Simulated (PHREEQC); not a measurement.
0.13 g of hydrous ferric oxide (600 m²/g; 0.2 weak and 0.005 strong sites per Fe, Dzombak-Morel constants, diffuse double layer) in 1 kg of water with 0.1 mol/kgw of an inert sodium salt and 2.2e-05 mol/kgw CuSO4 and 3.4e-07 mol/kgw NaH2PO4, at 25 °C; the pH is set by adding NaOH or the inert anion's acid. O2 is buffered at 0.21 atm. CO2 from the air is kept out. Precipitation was switched off in this run.

Computed with PHREEQC (ion-association model, wateq4f.dat).

| pH | S sorbed (%) | Cu sorbed (%) | P sorbed (%) |
|---|---|---|---|
| 3 | 95.3 | 0.0 | 100.0 |
| 3.38 | 95.2 | 0.1 | 100.0 |
| 3.75 | 94.5 | ___ | 100.0 |
| 4.12 | 93.1 | 2.0 | 100.0 |
| 4.5 | ___ | 8.3 | 100.0 |
| 4.88 | 83.5 | 23.6 | 100.0 |
| 5.25 | 72.5 | 46.6 | 100.0 |
| 5.62 | 56.2 | ___ | 100.0 |
| 6 | 36.6 | 91.6 | 100.0 |
| 6.38 | 18.9 | 97.8 | 100.0 |
| 6.75 | 7.7 | ___ | 100.0 |
| 7.12 | 2.6 | 99.7 | 99.9 |
| 7.5 | 0.7 | 99.8 | 99.7 |
| 7.88 | 0.2 | 99.7 | ___ |
| 8.25 | 0.0 | 99.7 | 95.5 |
| 8.62 | 0.0 | 99.6 | ___ |
| 9 | 0.0 | 99.6 | 55.5 |

Problem. Fill in the missing entries.

Solution. 
- 3.75, Cu sorbed (%): 0.4
- 4.5, S sorbed (%): 89.9
- 5.62, Cu sorbed (%): 73.7
- 6.75, Cu sorbed (%): 99.3
- 7.88, P sorbed (%): 98.8
- 8.62, P sorbed (%): 84.0

Species that the database lacks are ignored. H3PO4, which wateq4f.dat lacks, is added to it with the constant of phreeqc.dat. The database has no phosphate complexes of Cu. The database's constant for dissolved Cu(OH)2 is higher than later reviews accept. The oxide is taken as insoluble; below pH 4 it would dissolve.
